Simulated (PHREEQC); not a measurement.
A PHREEQC speciation (ion-association model, phreeqc.dat) at 20 °C gives pH 6.32 and these molalities:

```
species  mol/kgw
-------  -------
Br-       0.0289
CdBr+     0.0150
Cd+2     0.00694
CdBr2    0.00157
```

Q: What are the element totals, and what could have been dissolved in 1 kg of water to give them?

A: Several could match; the one computed here: totals Br 0.0470, Cd 0.0235 mol/kgw, from 23.5 mmol/kgw CdBr2.

This is a speciation only: nothing precipitates in the calculation.
